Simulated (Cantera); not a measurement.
A perfectly stirred reactor is fed with 0.209 % CH₄, 99.7 % H₂, 0.110 % O₂, equivalence ratio 460, at 0.0320 bar; it is held at 2400 K, and followed from long to short residence time.

Model: GRI-Mech 3.0 (53 species, 325 reactions), integrated in Cantera. Radical loss at walls, strong at low pressure, is not modelled.

One state of this run: x CH₄ = 6.14e-6; x H₂ = 0.916; x O₂ = 5.83e-9; x HO₂ = <1e-12; x H = 0.0822; x C₂H₄ = 2.93e-9. x: mole fraction; the columns are a selection and need not sum to one.

Which value of τ (s) does it belong to?
A. 8.0
B. 0.26
C. 3.4
D. 0.11

C, 3.4
